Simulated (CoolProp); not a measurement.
A single-stage vapour-compression cycle with R365MFC: evaporating at 274.15 K (dew point), condensing at 318.15 K (bubble point), superheat 10 K, subcooling 2 K, compressor efficiency 0.65, no pressure losses. Each further row changes one setting.

The numbers come from the reference Helmholtz-energy equation of state, Lemmon 2016 in CoolProp.

```tsv
case	cooling COP	pressure ratio	discharge temperature (K)	refrigerating effect (kJ/kg)	volumetric capacity (kJ/m³)
as stated	3.43	6.19	332.3	158	194
evaporating temperature 279.15 K	4.04	4.86	331.2	162	251
condensing temperature 313.15 K	?	?	?	165	203
subcooling 7 K	?	6.19	332.3	165	203
superheat 20 K	3.51	6.19	?	168	199
compressor efficiency 0.55	2.90	6.19	340.0	158	194
```

Task: What belongs in the gaps?

Result: 
- condensing temperature 313.15 K, cooling COP: 3.98
- condensing temperature 313.15 K, pressure ratio: 5.19
- condensing temperature 313.15 K, discharge temperature (K): 327.5
- subcooling 7 K, cooling COP: 3.58
- superheat 20 K, discharge temperature (K): 342.9
